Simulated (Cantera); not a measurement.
Charge: 1 mol Fe, 0.4 mol CO₂, 84 mol CO, at 1.33 mbar.

These are equilibrium values from Cantera (NASA tables, ideal gas, pure condensed phases), not measurements of a reactor. Candidate condensed phases: C, Fe, Fe(CO)₅, FeO, Fe₂O₃, Fe₃O₄; 15 gas species. Equilibrium is a limit: real reactors are often held back by kinetics, nucleation or transport.

Q: Which condensed phases are stable at each of these points (T (K)): 1500, 1550, 1600, 1650, 1700, 1750, 1800, 1850?

A: 
| T (K) | condensed phases | Fe condensed (%) |
|---|---|---|
| 1500 | Fe(γ) | 99.1 |
| 1550 | Fe(γ) | 97.3 |
| 1600 | Fe(γ) | 93.1 |
| 1650 | Fe(γ) | 82.9 |
| 1700 | Fe(δ) | 60.0 |
| 1750 | Fe(δ) | 10.8 |
| 1800 | gas only | 0.0 |
| 1850 | gas only | 0.0 |

From 1500 K to 1650 K the condensed part is Fe(γ). From 1700 K to 1750 K the condensed part is Fe(δ). From 1800 K to 1850 K nothing is condensed.
